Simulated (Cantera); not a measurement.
A perfectly stirred reactor is fed with 4.03 % CH4, 0.141 % C2H6, 0.375 % C3H8, 20.1 % O2, 75.4 % N2, equivalence ratio 0.52, at 1.20 bar; it is adiabatic with a 750 K inlet, and is followed from long to short residence time, starting on the burning branch (τ in s: 0.27, 0.074, 0.02, 0.0056, 0.0015, 0.00042, 0.00012, 3.2e-05, 8.8e-06).

Model: GRI-Mech 3.0 (53 species, 325 reactions), integrated in Cantera.

Question: Predict: blow-out, bracketed by the residence times tried; x(CH4) at τ = 0.270 s; x(C2H6) at τ = 0.270 s; x(C3H8) at τ = 0.270 s; x(HCO) at τ = 0.270 s; x(CH3) at τ = 0.270 s; x(CH4) at τ = 1.50 ms; x(C2H6) at τ = 1.50 ms; x(C3H8) at τ = 1.50 ms; x(HCO) at τ = 1.50 ms; x(CH3) at τ = 1.50 ms.

Answer: 
```
Quantity                                                                       Result
------------------------------------------------  -----------------------------------
blow-out, bracketed by the residence times tried  burning at 0.120 ms, out at 32.0 µs
x(CH4) at τ = 0.270 s                                                         2.28e-6
x(C2H6) at τ = 0.270 s                                                        1.51e-8
x(C3H8) at τ = 0.270 s                                                        3.72e-8
x(HCO) at τ = 0.270 s                                                         3.57e-9
x(CH3) at τ = 0.270 s                                                         6.54e-7
x(CH4) at τ = 1.50 ms                                                         7.73e-5
x(C2H6) at τ = 1.50 ms                                                        6.91e-7
x(C3H8) at τ = 1.50 ms                                                        1.78e-6
x(HCO) at τ = 1.50 ms                                                         7.65e-7
x(CH3) at τ = 1.50 ms                                                         1.62e-5
```
